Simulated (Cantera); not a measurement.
Cantera run:

```python
import numpy as np
import cantera as ct

gas_names = [...]  # 95 gases of nasa_gas.yaml made of C, F, H
cond_names = """
    C(gr) C6H6(L) C7H8(L) C8H18(L),n-octa
""".split()


# ... load() reads the species with a 1 bar reference pressure and builds the phases ...
atoms = {
    'C2F6': {'C': 2, 'F': 6},
    'F2': {'F': 2},
    'H2': {'H': 2},
}
top_T = {'C(gr)': 4500}  # K; cautious upper limits of use, not melting points


# ... equilibrate(T, P, feed) seeds the gas with the atoms and calls Mixture.equilibrate('TP', solver="vcs", rtol=1e-11, max_steps=5000) ...
results = []
feed = {'C2F6': 1, 'F2': 0.012, 'H2': 0.089}  # mol
T = 3148  # K
P = 7.6  # Pa
mix = equilibrate(T, P, feed)
results.append((T, P, feed, dict(zip(mix.species_names, mix.species_moles))))
x = sorted(zip(gas.X, gas.species_names), reverse=True)
print(f"T = {T:g} K  P = {P:g} Pa  gas = {mix.phase_moles(0):.4g} mol")
print("   x: " + "  ".join(f"{s} {v:.3e}" for v, s in x if v > 0.001))
print("   condensed (mol): " + ("  ".join(f"{mix.phase(i).name} {mix.phase_moles(i):.4g}"
      for i in range(1, mix.n_phases) if mix.phase_moles(i) > 1e-12) or "none"))
```

Result:

```
T = 3148 K  P = 7.6 Pa  gas = 7.889 mol
   x: F 7.522e-01  C 1.964e-01  H 2.013e-02  C2 1.143e-02  CF 8.972e-03  C3 8.413e-03  HF 2.427e-03
   condensed (mol): none
```

Equilibrium computed with Cantera from the NASA thermochemical tables; the gas is ideal and each condensed phase is pure. The feed counts by its element totals alone.
